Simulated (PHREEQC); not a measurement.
**Buffer: an equilibrium model**

Make-up at 25 °C: 0.14 mol/kgw HF and 0.00044 mol/kgw Na2CO3. Closed to the air; pH follows from the charge balance.

Equilibrium calculation in PHREEQC: ion-association model, phreeqc.dat.

Each row changes one thing in this solution. Precipitation was switched off in this run.

| case | pH | ionic strength (mol/kgw) |
|---|---|---|
| as made | 1.97 | 0.0127 |
| temperature from 25 to 45 °C | 2.04 | 0.0109 |
| 0.0018 mol/kgw NaCl added | 1.97 | ? |
| 0.03 mol/kgw CO2 added | 1.97 | 0.0127 |
| HF replaced by HBF4 at the same molality | 0.96 | 0.137 |
| Na2CO3 replaced by Na2B4O7 at the same molality | 1.95 | ? |
| HF left out | ? | ? |
| temperature from 25 to 90 °C | 2.24 | ? |
| Na2CO3 replaced by NaHCO3 at the same molality | 1.96 | 0.0125 |

Question: Complete the blanks.

Answer: 
- 0.0018 mol/kgw NaCl added, ionic strength (mol/kgw): 0.0146
- Na2CO3 replaced by Na2B4O7 at the same molality, ionic strength (mol/kgw): 0.0133
- HF left out, pH: 10.30
- HF left out, ionic strength (mol/kgw): 0.00110
- temperature from 25 to 90 °C, ionic strength (mol/kgw): 0.00711

Away from 25 °C the constants follow the database's enthalpies or fits; those with neither stay at their 25 °C values.
